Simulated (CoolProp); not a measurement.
The numbers come from the reference Helmholtz-energy equation of state, Span 2000 in CoolProp.

Give the vapour pressure (MPa), liquid density (kg/m³), vapour density (kg/m³), enthalpy of vaporisation (kJ/kg) of saturated nitrogen at 78.1, 80.8 K.


```csv
T (K),p (MPa),liquid density (kg/m³),vapour density (kg/m³),enthalpy of vaporisation (kJ/kg)
78.1,0.111,803,5.00,198
80.8,0.149,790,6.60,195
```
